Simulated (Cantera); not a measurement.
A closed system holds: 1 mol SiCl₄, 14 mol NH₃, 15 mol H₂, held at 1425 K and 8.25 Torr.

Method: chemical equilibrium by Gibbs-energy minimisation in Cantera with the NASA 1993 tables (ideal gas, pure condensed phases). Candidate condensed phases: NH₄Cl, Si, Si₃N₄; 28 gas species. The tables' values for SiCl₃ are old estimates; treat these amounts as uncertain. Rates play no part.

Base state: H₂ 0.767, N₂ 0.143, HCl 0.0879, SiCl₂ 0.00104, H 5.70e-5, SiCl₃ 4.54e-5 (mole fractions); condensed: Si₃N₄(s).

What changes in the equilibrium state with this change: temperature from 1425 K to 1523.15 K?


| species | before | after |
|---|---|---|
| H₂ | 0.767 | 0.769 |
| N₂ | 0.143 | 0.145 |
| HCl | 0.0879 | 0.0823 |
| SiCl₂ | 0.00104 | 0.00372 |
| H | 5.70e-5 | 0.000194 |
| Cl | 5.34e-6 | 1.66e-5 |
| SiCl₃ | 4.54e-5 | 7.88e-5 |
| Si₃N₄(s), mol | 0.317 | 0.277 |

What changes in the equilibrium state with this change: NH₃ from 14 to 0.14 mol?


```
species         before     after
-------------  -------  --------
H₂               0.767     0.824
HCl             0.0879     0.121
SiCl₂          0.00104    0.0497
N₂               0.143   0.00102
SiCl₄          7.78e-6  0.000656
SiHCl₃         5.32e-6  0.000350
SiCl₃          4.54e-5   0.00288
Si₃N₄(s), mol    0.317    0.0262
```

What changes in the equilibrium state with this change: NH₃ from 14 to 0.86 mol?


```tsv
species	before	after
H₂	0.767	0.808
HCl	0.0879	0.157
SiCl₂	0.00104	0.0258
N₂	0.143	0.00617
SiCl₄	7.78e-6	0.000586
SiHCl₃	5.32e-6	0.000236
SiCl₃	4.54e-5	0.00196
SiH₂Cl₂	5.55e-7	1.45e-5
Si₃N₄(s), mol	0.317	0.158
```
